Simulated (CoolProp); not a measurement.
Vapour-liquid equilibrium of ethylene (1) + propane (2) at 7.49 bar; x and y are mole fractions of (1).

Computed with CoolProp (multi-fluid Helmholtz-energy mixture model, Smukala 2000 and Lemmon 2009; pair parameters Bell 2016).

Q: Give the bubble temperature and the first vapour's composition at x = 0.2, 0.875, 0.95. Is there an azeotrope?

A: x = 0.2: -15.8 °C, y = 0.657; x = 0.875: -56.4 °C, y = 0.986; x = 0.95: -58.7 °C, y = 0.995. No azeotrope shows between x = 0.05 and 0.95.

Pair parameters are fitted to limited data, so mixtures are less certain than the pure fluids.
